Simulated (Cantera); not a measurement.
What does this Cantera script print?

```python
import numpy as np
import cantera as ct

gas_names = """
    Br Br2 H HBr HO2 H2 H2O H2O2 O OH O2 O3
""".split()
cond_names = """
    Br2(cr) Br2(L) H2O(s) H2O(L)
""".split()


# ... load() reads the species with a 1 bar reference pressure and builds the phases ...
atoms = {
    'HBr': {'H': 1, 'Br': 1},
    'H2O': {'H': 2, 'O': 1},
    'H2': {'H': 2},
}
top_T = {}  # K; cautious upper limits of use, not melting points


# ... equilibrate(T, P, feed) seeds the gas with the atoms and calls Mixture.equilibrate('TP', solver="vcs", rtol=1e-11, max_steps=5000) ...
results = []
feed = {'HBr': 1, 'H2O': 4.7, 'H2': 0.33}  # mol
P = 101325  # Pa
for T in [2473, 2523, 2573, 2623, 2673, 2723, 2773, 2823, 2873, 2923, 2973]:
    mix = equilibrate(T, P, feed)
    results.append((T, P, feed, dict(zip(mix.species_names, mix.species_moles))))
    x = sorted(zip(gas.X, gas.species_names), reverse=True)
    print(f"T = {T:g} K  P = {P:g} Pa  gas = {mix.phase_moles(0):.4g} mol")
    print("   x: " + "  ".join(f"{s} {v:.3e}" for v, s in x if v > 1e-05))
    print("   condensed (mol): " + ("  ".join(f"{mix.phase(i).name} {mix.phase_moles(i):.4g}"
          for i in range(1, mix.n_phases) if mix.phase_moles(i) > 1e-12) or "none"))
```

Result:

```
T = 2473 K  P = 101325 Pa  gas = 6.317 mol
   x: H2O 7.295e-01  H2 9.274e-02  HBr 8.885e-02  Br 6.926e-02  OH 1.066e-02  H 6.746e-03  O2 1.658e-03  O 5.124e-04  Br2 9.422e-05
   condensed (mol): none
T = 2523 K  P = 101325 Pa  gas = 6.356 mol
   x: H2O 7.203e-01  H2 9.703e-02  HBr 8.328e-02  Br 7.389e-02  OH 1.358e-02  H 8.601e-03  O2 2.399e-03  O 7.890e-04  Br2 8.801e-05
   condensed (mol): none
T = 2573 K  P = 101325 Pa  gas = 6.399 mol
   x: H2O 7.095e-01  H2 1.018e-01  Br 7.817e-02  HBr 7.795e-02  OH 1.706e-02  H 1.089e-02  O2 3.374e-03  O 1.186e-03  Br2 8.145e-05
   condensed (mol): none
T = 2623 K  P = 101325 Pa  gas = 6.448 mol
   x: H2O 6.968e-01  H2 1.070e-01  Br 8.206e-02  HBr 7.289e-02  OH 2.113e-02  H 1.369e-02  O2 4.613e-03  O 1.743e-03  Br2 7.475e-05
   condensed (mol): none
T = 2673 K  P = 101325 Pa  gas = 6.504 mol
   x: H2O 6.821e-01  H2 1.127e-01  Br 8.553e-02  HBr 6.808e-02  OH 2.579e-02  H 1.709e-02  O2 6.134e-03  O 2.504e-03  Br2 6.809e-05
   condensed (mol): none
T = 2723 K  P = 101325 Pa  gas = 6.568 mol
   x: H2O 6.651e-01  H2 1.189e-01  Br 8.858e-02  HBr 6.355e-02  OH 3.106e-02  H 2.122e-02  O2 7.942e-03  O 3.521e-03  Br2 6.160e-05
   condensed (mol): none
T = 2773 K  P = 101325 Pa  gas = 6.641 mol
   x: H2O 6.459e-01  H2 1.256e-01  Br 9.120e-02  HBr 5.926e-02  OH 3.692e-02  H 2.618e-02  O2 1.003e-02  O 4.852e-03  Br2 5.541e-05
   condensed (mol): none
T = 2823 K  P = 101325 Pa  gas = 6.725 mol
   x: H2O 6.243e-01  H2 1.327e-01  Br 9.339e-02  HBr 5.521e-02  OH 4.331e-02  H 3.209e-02  O2 1.236e-02  O 6.561e-03  Br2 4.959e-05
   condensed (mol): none
T = 2873 K  P = 101325 Pa  gas = 6.82 mol
   x: H2O 6.004e-01  H2 1.401e-01  Br 9.516e-02  HBr 5.138e-02  OH 5.019e-02  H 3.908e-02  O2 1.490e-02  O 8.714e-03  Br2 4.418e-05  HO2 1.129e-05
   condensed (mol): none
T = 2923 K  P = 101325 Pa  gas = 6.928 mol
   x: H2O 5.743e-01  H2 1.476e-01  Br 9.652e-02  OH 5.746e-02  HBr 4.774e-02  H 4.729e-02  O2 1.761e-02  O 1.138e-02  Br2 3.920e-05  HO2 1.379e-05
   condensed (mol): none
T = 2973 K  P = 101325 Pa  gas = 7.051 mol
   x: H2O 5.461e-01  H2 1.552e-01  Br 9.749e-02  OH 6.503e-02  H 5.684e-02  HBr 4.427e-02  O2 2.042e-02  O 1.464e-02  Br2 3.465e-05  HO2 1.651e-05
   condensed (mol): none
```

Cantera equilibrium calculation (NASA polynomials, part measured and part estimated; ideal gas, pure solids and liquids).
